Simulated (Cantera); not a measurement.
# Thermodynamics of oxide etching and cleaning by halides, feed TiO2 + Cl2

Charge: 1 mol TiO2, 0.65 mol Cl2, equilibrated at 13300 Pa.

Method: chemical equilibrium by Gibbs-energy minimisation in Cantera with the NASA 1993 tables (ideal gas, pure condensed phases). Candidate condensed phases: Ti, TiCl2, TiCl3, TiCl4, TiO, TiO2, Ti2O3, Ti3O5, Ti4O7; 15 gas species. Condensed phases not in the tables: TiOCl. Equilibrium is a limit: real reactors are often held back by kinetics, nucleation or transport.

```
T (K)  x Cl2      x Cl   x TiCl4      x O2  x TiOCl2     x ClO   x TiCl3       x O  n TiO2(rutile)
-----  -----  --------  --------  --------  --------  --------  --------  --------  --------------
723    1.000   3.55e-6   1.20e-5   1.20e-5    <1e-12  7.75e-10    <1e-12    <1e-12           1.000
823    1.000   4.31e-5   7.37e-5   7.37e-5    <1e-12   1.49e-8    <1e-12    <1e-12           1.000
923    0.999  0.000306  0.000303  0.000303    <1e-12   1.51e-7    <1e-12    <1e-12           1.000
1023   0.997   0.00149  0.000936  0.000936  1.53e-11   9.72e-7  5.18e-11  2.61e-11           0.999
1123   0.990   0.00546   0.00235   0.00235  5.74e-10   4.45e-6   1.32e-9  5.83e-10           0.998
1223   0.974    0.0162   0.00500   0.00499   1.17e-8   1.57e-5   1.97e-8   7.82e-9           0.997
1323   0.941    0.0403   0.00927   0.00924   1.49e-7   4.48e-5   1.92e-7   7.00e-8           0.994
1423   0.883    0.0871    0.0152    0.0151   1.29e-6  0.000107   1.33e-6   4.54e-7           0.990
1523   0.790     0.166    0.0220    0.0219   8.17e-6  0.000214   6.90e-6   2.24e-6           0.984
1623   0.663     0.280    0.0281    0.0280   3.93e-5  0.000364   2.80e-5   8.71e-6           0.979
1723   0.512     0.424    0.0314    0.0313  0.000149  0.000525   9.16e-5   2.75e-5           0.974
1823   0.360     0.578    0.0305    0.0306  0.000454  0.000643  0.000246   7.23e-5           0.971
1923   0.231     0.714    0.0258    0.0266   0.00115  0.000681  0.000552  0.000161           0.972
```
x: gas mole fraction; n: condensed amount in mol.

From 723 K to 1923 K the condensed part is TiO2(rutile). The main Ti-bearing gas is TiCl4 throughout.
